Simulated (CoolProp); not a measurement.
Sulfur dioxide at 488.35 K and 16.7 MPa is throttled through a valve to 3.92 MPa with no heat exchange. Each further row changes one setting.

Computed with CoolProp (reference Helmholtz-energy equation of state, Gao 2016).

```
case                      temperature change (K)                       final phase  final density (kg/m³)
------------------------  ----------------------  --------------------------------  ---------------------
as stated                                  -97.8                                 ?                      ?
outlet pressure 1.18 MPa                       ?  two-phase, vapour fraction 0.872                   36.1
outlet pressure 5.1 MPa                        ?                                 ?                      ?
```

### Question
Complete the blanks.

### Answer

- as stated, final phase: two-phase, vapour fraction 0.831
- as stated, final density (kg/m³): 136
- outlet pressure 1.18 MPa, temperature change (K): -152.6
- outlet pressure 5.1 MPa, temperature change (K): -83.3
- outlet pressure 5.1 MPa, final phase: two-phase, vapour fraction 0.846
- outlet pressure 5.1 MPa, final density (kg/m³): 188
